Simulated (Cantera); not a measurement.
A diamond (100) surface in a fixed gas of H2 with x(CH4) = 0.0041, x(CH3) = 0.0013, at 1100 K, 0.0480 bar; coverages are run to steady state.

Cantera simulation using the Harris–Goodwin 1993 mechanism for the reconstructed diamond (100) surface; the numbers are that mechanism's predictions, not measurements.

One state of this run: growth (µm/h) = 5.93; θ c6HH = 0.437; θ c6H* = 0.0213; θ c6*H = 0.338; θ c6** = 0.00657; θ c6HM = 0.125. θ: site fractions in the mechanism's names (c6HH fully hydrogenated, c6H* and c6*H radical sites, c6** diradical, c6HM methylated).

Question: Which value of x(H) does it belong to?
(A) 0.0001
(B) 0.015
(C) 0.00042
(D) 0.00086

Answer: C, 0.00042
